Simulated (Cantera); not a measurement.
A closed system holds: 1 mol SiC, 2.9 mol H2O, 2 mol N2, at 2000 K.

Cantera equilibrium calculation (NASA polynomials, part measured and part estimated; ideal gas, pure solids and liquids). Candidate condensed phases: C, C6H6, C7H8, C8H18, H2O, Si, SiC, SiO2, Si2N2O, Si3N4; 151 gas species. Mutual solubility and eutectic melting of coexisting phases are not modelled. The tables hold silica as quartz up to 1696 K and as liquid above; real silica turns to tridymite and cristobalite and melts near 1996 K. Gases not in the tables: Si(OH)4. The numbers say what is thermodynamically allowed, not how fast it happens.

Question: Which condensed phases are stable at each of these points (P (Pa)): 0.100, 0.600, 3.60, 22, 130, 770, 4600, 28000, 170000, 1000000?

Answer: 
```tsv
P (Pa)	condensed phases	Si condensed (%)
0.100	gas only	0.0
0.600	gas only	0.0
3.60	gas only	0.0
22	gas only	0.0
130	SiO2(l)	1.8
770	SiO2(l)	54.1
4600	SiO2(l)	77.3
28000	SiO2(l)	86.5
170000	SiO2(l)	89.3
1000000	SiO2(l) + Si2N2O(s)	98.2
```

From 0.000750 Torr to 0.165 Torr nothing is condensed. From 0.975 Torr to 1280 Torr the condensed part is SiO2(l). At 7500 Torr the condensed part is SiO2(l) + Si2N2O(s).
